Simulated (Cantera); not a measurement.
What does this Cantera script print?

```python
import numpy as np
import cantera as ct

gas_names = """
    CL CL2 H HCL H2 N NH NH2 NH3 N2 N2H2 N2H4 Si SiCL SiCL2 SiCL3 SiCL4 SiH SiHCL3 SiH2 SiH2CL2 SiH3
    SiH3CL SiH4 SiN Si2 Si2N Si3
""".split()
cond_names = """
    NH4CL(a) NH4CL(b) Si(cr) Si(L) Si3N4(a)
""".split()


# ... load() reads the species with a 1 bar reference pressure and builds the phases ...
atoms = {
    'Si3N4': {'Si': 3, 'N': 4},
    'HCl': {'H': 1, 'CL': 1},
    'N2': {'N': 2},
}
top_T = {'Si3N4(a)': 2400}  # K; cautious upper limits of use, not melting points


# ... equilibrate(T, P, feed) seeds the gas with the atoms and calls Mixture.equilibrate('TP', solver="vcs", rtol=1e-11, max_steps=5000) ...
results = []
feed = {'Si3N4': 1, 'HCl': 6.4, 'N2': 1.1}  # mol
T = 1898  # K
P = 12  # Pa
mix = equilibrate(T, P, feed)
results.append((T, P, feed, dict(zip(mix.species_names, mix.species_moles))))
print(gas.report(threshold=1e-05))
for i in range(1, mix.n_phases):
    print(f"{mix.phase(i).name:16s} {mix.phase_moles(i):12.5e} mol")
```

Result:

```
       temperature   1898 K
          pressure   12 Pa
           density   2.9274e-05 kg/m^3
  mean mol. weight   38.497 kg/kmol
   phase of matter   gas

                          1 kg             1 kmol
                     ---------------   ---------------
          enthalpy        1.2571e+06        4.8395e+07  J
   internal energy         8.472e+05        3.2615e+07  J
           entropy            9032.7        3.4773e+05  J/K
    Gibbs function       -1.5887e+07        -6.116e+08  J
 heat capacity c_p            995.97             38342  J/K
 heat capacity c_v            779.99             30027  J/K

                      mass frac. Y      mole frac. X     chem. pot. / RT
                     ---------------   ---------------   ---------------
                CL          0.017468          0.018969           -27.889
                 H        0.00085189          0.032535           -14.957
               HCL           0.15208           0.16058           -42.846
                H2          0.010887            0.2079           -29.914
                N2           0.21464           0.29496           -37.014
                Si          0.046238           0.06338           -6.0631
              SiCL          0.020125          0.012194           -33.953
             SiCL2           0.53565           0.20832           -61.842
             SiCL3        0.00094265        0.00026994           -89.732
               SiH        0.00020874        0.00027621            -21.02
               SiN        0.00013875         0.0001269            -24.57
               Si2        0.00045762        0.00031364           -12.126
              Si2N        0.00020766        0.00011392           -30.633
               Si3         9.596e-05        4.3845e-05           -18.189
     [  +14 minor]        8.9405e-06        8.2842e-06

Si(L)             0.00000e+00 mol
Si3N4(a)          0.00000e+00 mol
```

Cantera equilibrium calculation (NASA polynomials, part measured and part estimated; ideal gas, pure solids and liquids). The tables' values for SiCl, SiCl3, SiN are old estimates; treat these amounts as uncertain.
